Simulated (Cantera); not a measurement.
Feed: 1 mol PbO, 6.4 mol N2, 0.011 mol O2, equilibrated at 1200 K and 0.398 Torr.

These are equilibrium values from Cantera (NASA tables, ideal gas, pure condensed phases), not measurements of a reactor. Candidate condensed phases: Pb, PbO, PbO2, Pb3O4; 12 gas species. Kinetics and transport are ignored.

Base state: N2 0.855, PbO 0.115, Pb 0.0188, O2 0.0109, NO 4.64e-5 (mole fractions); condensed: gas only.

Task: What changes in the equilibrium state with this change: temperature from 1200 K to 1550 K?

Result: 
| species | before | after |
|---|---|---|
| N2 | 0.855 | 0.830 |
| Pb | 0.0188 | 0.0777 |
| PbO | 0.115 | 0.0520 |
| O2 | 0.0109 | 0.0399 |
| O | 1.13e-7 | 6.79e-5 |
| NO | 4.64e-5 | 0.000693 |

Task: What changes in the equilibrium state with this change: O2 from 0.011 to 0.93 mol?

Result: 
```tsv
species	before	after
N2	0.855	0.766
O2	0.0109	0.114
PbO	0.115	0.114
Pb	0.0188	0.00577
NO	4.64e-5	0.000142
```

Task: What changes in the equilibrium state with this change: PbO replaced by Hg?

Result: 
| species | before | after |
|---|---|---|
| N2 | 0.855 | 0.864 |
| Hg | 0 | 0.135 |
| O2 | 0.0109 | 0.00148 |
| PbO | 0.115 | 0 |
| Pb | 0.0188 | 0 |
| NO | 4.64e-5 | 1.72e-5 |
Further candidate phases: Hg, HgO.
